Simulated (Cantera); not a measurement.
Charge: 1 mol SiO₂, 4.4 mol CO, 1.5 mol H₂, 3.5 mol C, at 1952 °C and 3.20 bar.

Method: chemical equilibrium by Gibbs-energy minimisation in Cantera with the NASA 1993 tables (ideal gas, pure condensed phases). Candidate condensed phases: C, C₆H₆, C₇H₈, C₈H₁₈, H₂O, Si, SiC, SiO₂; 123 gas species. Equilibrium is a limit: real reactors are often held back by kinetics, nucleation or transport.

Base state: CO 0.798, H₂ 0.188, SiO 0.0118, H 0.00157, C₂H₂ (acetylene) 0.000552, CH₄ 2.83e-5, H₂O 2.53e-5, CO₂ 2.00e-5 (mole fractions); condensed: C(graphite) + SiC(s).

### Question
What changes in the equilibrium state with this change: temperature from 1952 °C to 1350 °C?

### Answer
```tsv
species	before	after
CO	0.798	0.745
H₂	0.188	0.253
H₂O	2.53e-5	0.000457
SiO	0.0118	7.91e-6
Si	1.69e-5	<1e-9
H	0.00157	1.95e-5
C₂H₂ (acetylene)	0.000552	8.85e-6
C(graphite), mol	0.679	3.50
SiC(s), mol	0.906	0
SiO₂(β-quartz), mol	0	1.000
```
The tables hold silica as quartz up to 1696 K and as liquid above; real silica turns to tridymite and cristobalite and melts near 1996 K.

### Question
What changes in the equilibrium state with this change: temperature from 1952 °C to 1725 °C?

### Answer
```
species             before     after
----------------  --------  --------
CO                   0.798     0.802
H₂                   0.188     0.189
SiO                 0.0118   0.00744
H                  0.00157  0.000391
Si                 1.69e-5   7.25e-7
C₂H₂ (acetylene)  0.000552  0.000144
CO₂                2.00e-5   5.32e-5
C(graphite), mol     0.679     0.616
SiC(s), mol          0.906     0.941
```
